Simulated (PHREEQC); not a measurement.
Solution (25 °C): 0.00095 mol NaHSO4, 0.2 mol K2CO3 and 0.29 mol NaAlO2 per kg of water. Closed to the air; pH follows from the charge balance.

Computed with PHREEQC (ion-association model, wateq4f.dat).

Each row changes one thing in this solution. No solid was allowed to form.

| case | pH | ionic strength (mol/kgw) | Na+ (mol/kgw) | Al(OH)3 (mol/kgw) | SI of Al(OH)3(a) (Al(OH)3) | SI of Boehmite (AlOOH) |
|---|---|---|---|---|---|---|
| as made | 11.27 | 0.711 | 0.203 | 4.62e-7 | -0.12 | +2.10 |
| K2CO3 left out | 8.10 | 0.291 | 0.291 | 0.000818 | +3.08 | +5.30 |
| diluted 5-fold with water | 11.13 | 0.159 | 0.0493 | 1.64e-7 | -0.63 | +1.59 |
| NaHSO4 from 0.00095 to 0.000475 mol/kgw | 11.30 | 0.711 | 0.202 | 4.31e-7 | -0.15 | +2.07 |
| diluted 2-fold with water | 11.22 | 0.375 | 0.112 | 2.94e-7 | -0.35 | +1.87 |
| temperature from 25 to 65 °C | 10.46 | 0.590 | 0.143 | 1.20e-6 | -0.64 | +1.73 |
| temperature from 25 to 70 °C | 10.38 | 0.580 | 0.139 | 1.23e-6 | -0.70 | +1.69 |
| NaHSO4 left out | 11.33 | 0.711 | 0.202 | 4.02e-7 | -0.18 | +2.04 |
| diluted 100-fold with water | 10.66 | 0.00830 | 0.00286 | 3.07e-8 | -1.37 | +0.84 |

The ionic strength passes 0.7 mol/kgw, the rough limit of the ion-association models, in as made; NaHSO4 from 0.00095 to 0.000475 mol/kgw; NaHSO4 left out. Some of these states are supersaturated (in Boehmite (slow to form), Gibbsite (slow to form), Basaluminite, for instance). At this temperature some constants are extrapolated from 25 °C, and those without enthalpy data are left unchanged.
